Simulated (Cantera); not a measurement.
## Adiabatic ignition

An adiabatic, constant-volume homogeneous reactor starts with CH4 : CO : O2 : N2 : H2O = 1 : 0.14 : 6.9 : 25.9 : 9.3 (molar parts), at 1725 K and 0.503 atm.

Cantera simulation using GRI-Mech 3.0 (53 species, 325 reactions); the numbers are that mechanism's predictions, not measurements.

```tsv
t (s)	T (K)	P (bar)	x CH4	x CO	x O2	x NO	x H2	x NO2
2.00e-6	1725	0.510	0.0231	0.00324	0.160	<1e-12	2.06e-7	<1e-12
6.70e-6	1725	0.510	0.0231	0.00324	0.160	<1e-12	9.79e-7	<1e-12
2.24e-5	1725	0.510	0.0231	0.00324	0.160	<1e-12	4.13e-6	<1e-12
7.52e-5	1725	0.510	0.0229	0.00324	0.160	6.44e-12	2.24e-5	<1e-12
0.000252	1744	0.516	0.0183	0.00450	0.156	7.42e-10	0.00152	3.90e-12
0.000844	2236	0.663	<1e-12	0.00105	0.109	2.70e-5	0.00185	1.76e-8
0.00283	2250	0.667	<1e-12	0.000798	0.110	9.94e-5	0.00146	6.97e-8
0.00948	2249	0.667	<1e-12	0.000796	0.109	0.000336	0.00146	2.36e-7
0.0317	2248	0.666	<1e-12	0.000790	0.109	0.00110	0.00145	7.72e-7
0.106	2243	0.665	<1e-12	0.000772	0.108	0.00329	0.00142	2.31e-6
0.356	2236	0.663	<1e-12	0.000742	0.106	0.00703	0.00137	4.93e-6
1.19	2233	0.662	<1e-12	0.000732	0.106	0.00838	0.00136	5.88e-6
4.00	2233	0.662	<1e-12	0.000732	0.106	0.00839	0.00136	5.89e-6
```
x: mole fraction; the columns are a selection and need not sum to one.

The time of steepest temperature rise is 0.298 ms and the temperature at 4.00 s comes out as 2233 K. The equilibrium temperature comes out as 2233 K, the x(CH4) at 4.00 s is <1e-12 (gas-phase equilibrium <1e-12) and the x(CO) at 4.00 s is 0.000732 (gas-phase equilibrium 0.000732). The x(O2) at 4.00 s is 0.106 (gas-phase equilibrium 0.106).
